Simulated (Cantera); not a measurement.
Premixed flame

A freely propagating, adiabatic, planar premixed flame of 7.84 % CH4, 3.53 % H2, 15.7 % O2, 72.9 % N2, equivalence ratio 1.1, unburnt at 425 K and 1.00 bar; mixture-averaged transport, grid criteria slope 0.08 and curve 0.16, no radiation.

Cantera simulation using GRI-Mech 3.0 (53 species, 325 reactions); the numbers are that mechanism's predictions, not measurements. Burning velocities carry a grid error of a few per cent, more on coarse grids.

| z (mm) | T (K) | u (m/s) | x CH4 | x H2 | x O2 | x HCN | x OH | x C2H4 |
|---|---|---|---|---|---|---|---|---|
| -1.30 | 425 | 0.589 | 0.0784 | 0.0352 | 0.157 | <1e-8 | <1e-8 | <1e-8 |
| -0.865 | 427 | 0.592 | 0.0784 | 0.0348 | 0.157 | <1e-8 | <1e-8 | 8.86e-8 |
| -0.649 | 436 | 0.604 | 0.0780 | 0.0344 | 0.157 | <1e-8 | <1e-8 | 7.75e-7 |
| -0.433 | 505 | 0.699 | 0.0747 | 0.0336 | 0.153 | 6.38e-8 | 3.52e-7 | 1.15e-5 |
| -0.216 | 914 | 1.28 | 0.0533 | 0.0323 | 0.123 | 8.79e-7 | 2.67e-5 | 0.000153 |
| -0.108 | 1310 | 1.84 | 0.0298 | 0.0315 | 0.0860 | 2.24e-6 | 0.000212 | 0.000346 |
| 0 | 1667 | 2.36 | 0.00745 | 0.0283 | 0.0438 | 4.48e-6 | 0.00146 | 0.000249 |
| 0.108 | 1816 | 2.57 | 0.000605 | 0.0223 | 0.0194 | 4.38e-6 | 0.00399 | 1.64e-5 |
| 0.216 | 1858 | 2.62 | 2.53e-5 | 0.0192 | 0.0111 | 2.19e-6 | 0.00530 | 2.38e-7 |
| 0.433 | 1902 | 2.67 | 6.25e-8 | 0.0185 | 0.00719 | 4.40e-7 | 0.00554 | <1e-8 |
| 0.865 | 1953 | 2.73 | <1e-8 | 0.0179 | 0.00523 | 2.96e-8 | 0.00508 | <1e-8 |
| 1.73 | 2007 | 2.80 | <1e-8 | 0.0166 | 0.00347 | <1e-8 | 0.00423 | <1e-8 |
| 3.46 | 2052 | 2.86 | <1e-8 | 0.0152 | 0.00193 | <1e-8 | 0.00317 | <1e-8 |
x: mole fraction of selected species; z is measured from the peak of heat release.

- laminar burning velocity: 58.9 cm/s
- thermal thickness: 0.433 mm
- peak x(HCN): 5.01e-6
- peak x(OH): 0.00558
- peak x(C2H4): 0.000385
- grid points: 152
